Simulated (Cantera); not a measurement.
Feed: 1 mol borazine, 0.16 mol O₂, 8.9 mol N₂, held at 1.00 Torr.

Equilibrium computed with Cantera from the NASA thermochemical tables; the gas is ideal and each condensed phase is pure. Candidate condensed phases: B, BN, B₂O₃, B₃O₃H₃, H₂O; 39 gas species. The feed counts by its element totals alone. The numbers say what is thermodynamically allowed, not how fast it happens.

Q: At 1448 K, list the 4 most abundant gas species with their mole fractions, and the condensed phases.

A: N₂ 0.744, H₂ 0.244, HBO₂ 0.00498, B₂O₃ 0.00438. Condensed: BN(s).
